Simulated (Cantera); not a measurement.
# Stirred combustor or abatement burner

A perfectly stirred reactor is fed with 5.17 % CO, 9.13 % H₂, 0.472 % CH₄, 17.9 % O₂, 67.3 % N₂, at 1.01 bar; it is adiabatic with a 675 K inlet, and is followed from long to short residence time, starting on the burning branch (τ in s: 0.031, 0.015, 0.0073, 0.0035, 0.0017, 0.00082, 0.0004, 0.00019, 9.2e-05, 4.4e-05, 2.1e-05, 1e-05).

Computed with Cantera and GRI-Mech 3.0 (53 species, 325 reactions).

```json
[
 {"τ (s)": "0.031", "T (K)": "1859", "x CO": "0.000825", "x H₂": "0.000276", "x CH₄": "1.17e-6", "x C₂H": "<1e-12", "x HO₂": "2.63e-6"},
 {"τ (s)": "0.015", "T (K)": "1850", "x CO": "0.00131", "x H₂": "0.000438", "x CH₄": "1.82e-6", "x C₂H": "<1e-12", "x HO₂": "3.86e-6"},
 {"τ (s)": "0.0073", "T (K)": "1835", "x CO": "0.00207", "x H₂": "0.000689", "x CH₄": "2.82e-6", "x C₂H": "<1e-12", "x HO₂": "5.76e-6"},
 {"τ (s)": "0.0035", "T (K)": "1813", "x CO": "0.00324", "x H₂": "0.00108", "x CH₄": "4.45e-6", "x C₂H": "<1e-12", "x HO₂": "8.66e-6"},
 {"τ (s)": "0.0017", "T (K)": "1781", "x CO": "0.00494", "x H₂": "0.00164", "x CH₄": "7.11e-6", "x C₂H": "<1e-12", "x HO₂": "1.28e-5"},
 {"τ (s)": "0.00082", "T (K)": "1736", "x CO": "0.00743", "x H₂": "0.00244", "x CH₄": "1.18e-5", "x C₂H": "<1e-12", "x HO₂": "1.84e-5"},
 {"τ (s)": "0.00040", "T (K)": "1674", "x CO": "0.0110", "x H₂": "0.00351", "x CH₄": "2.09e-5", "x C₂H": "<1e-12", "x HO₂": "2.56e-5"},
 {"τ (s)": "0.00019", "T (K)": "1586", "x CO": "0.0167", "x H₂": "0.00505", "x CH₄": "4.22e-5", "x C₂H": "<1e-12", "x HO₂": "3.53e-5"},
 {"τ (s)": "9.2e-5", "T (K)": "1472", "x CO": "0.0257", "x H₂": "0.00773", "x CH₄": "0.000103", "x C₂H": "<1e-12", "x HO₂": "4.89e-5"},
 {"τ (s)": "4.4e-5", "T (K)": "1307", "x CO": "0.0392", "x H₂": "0.0168", "x CH₄": "0.000400", "x C₂H": "<1e-12", "x HO₂": "7.44e-5"},
 {"τ (s)": "2.1e-5", "T (K)": "675", "x CO": "0.0517", "x H₂": "0.0913", "x CH₄": "0.00472", "x C₂H": "<1e-12", "x HO₂": "<1e-12"},
 {"τ (s)": "1.0e-5", "T (K)": "675", "x CO": "0.0517", "x H₂": "0.0913", "x CH₄": "0.00472", "x C₂H": "<1e-12", "x HO₂": "<1e-12"}
]
```
x: mole fraction; the columns are a selection and need not sum to one.
